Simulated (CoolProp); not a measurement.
Values from CoolProp's reference Helmholtz-energy equation of state, McLinden 2015.

Question: For the fluoroketone C6F12O (FK-5-1-12), give the phase and the density (kg/m³), cp (kJ/(kg K)), cv (kJ/(kg K)), isothermal compressibility (1/MPa) at 303.1 K and 2620 kPa.

Answer: 
- 303.1 K and 2620 kPa: liquid; density 1600, cp 1.10, cv 0.889, isothermal compressibility 0.00297
